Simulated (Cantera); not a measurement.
## AlCl3 + N2 + H2 (aluminium nitride and oxide growth)

A closed system holds: 1 mol AlCl3, a varied amount of N2, 600 mol H2, held at 0.100 bar.

These are equilibrium values from Cantera (NASA tables, ideal gas, pure condensed phases), not measurements of a reactor. Candidate condensed phases: Al, AlCl3, AlN, NH4Cl; 20 gas species. The tables' values for AlCl2 are old estimates. Equilibrium is a limit: real reactors are often held back by kinetics, nucleation or transport.

Map the stable condensed phases over T = 1325, 1375, 1425, 1475, 1525, 1575, 1625, 1675, 1725 °C and n(N2) in mol = 2.1, 3, 4.3, 6.1, 8.7, 12, 18, 25, 36, 51.


```
T in °C \ n(N2) in mol
         2.1   3 4.3 6.1 8.7  12  18  25  36  51
   1725    A   A   A   A   A   A   A   A   A   A
   1675    A   A   A   A   A   A   A   A   A   A
   1625    A   A   A   A   A   A   A   A   A   A
   1575    A   A   A   A   A   A   A   A   A   A
   1525    A   A   A   A   A   A   A   A   A   A
   1475    A   A   A   A   A   A   A   A   A   A
   1425    A   A   A   A   A   A   A   A   A   A
   1375    A   A   A   A   A   A   B   B   B   B
   1325    A   A   B   B   B   B   B   B   B   B
```
A: gas only; B: AlN.
